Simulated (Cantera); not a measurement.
Charge: 1 mol Mg(OH)2, 2.6 mol H2O, 0.55 mol CO2, at 1152 °C.

Equilibrium computed with Cantera from the NASA thermochemical tables; the gas is ideal and each condensed phase is pure. Candidate condensed phases: C, C6H6, C7H8, C8H18, H2O, Mg, MgCO3, MgO, Mg(OH)2; 116 gas species. Equilibrium is a limit: real reactors are often held back by kinetics, nucleation or transport.

Problem. At 10.5 Torr, list the 6 most abundant gas species with their mole fractions, and the condensed phases.

Solution. H2O 0.867, CO2 0.132, H2 0.000333, O2 0.000210, CO 0.000116, OH 5.99e-5. Condensed: MgO(s).
